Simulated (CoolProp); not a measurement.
Vapour-liquid equilibrium of R22 (1) + ethanol (2) at 309.1 K; x and y are mole fractions of (1).

Computed with CoolProp (multi-fluid Helmholtz-energy mixture model, Kamei 1995 and Schroeder 2014; pair parameters Bell 2016).

| x | bubble pressure, mixture model (MPa) | bubble pressure, Raoult's law (MPa) | y, mixture model | y, Raoult's law |
|---|---|---|---|---|
| 0.05 | 0.1198 | 0.08312 | 0.881 | 0.835 |
| 0.2 | 0.4481 | 0.2891 | 0.970 | 0.960 |
| 0.35 | 0.7270 | 0.4950 | 0.983 | 0.981 |
| 0.5 | 0.9174 | 0.7010 | 0.987 | 0.990 |
| 0.65 | 1.040 | 0.9069 | 0.990 | 0.994 |
| 0.8 | 1.149 | 1.113 | 0.992 | 0.997 |
| 0.95 | 1.309 | 1.319 | 0.997 | 0.999 |

The largest gap from Raoult's law is +55.0 % in bubble pressure, at x = 0.2. No azeotrope shows between x = 0.05 and 0.95.

Pair parameters are fitted to limited data, so mixtures are less certain than the pure fluids. The gap from Raoult's law changes sign with composition, which may be real or a fault of the pair parameters; it wasn't checked against measurements. With so large a gap from Raoult's law the liquid may split in two, which this calculation doesn't test in full.
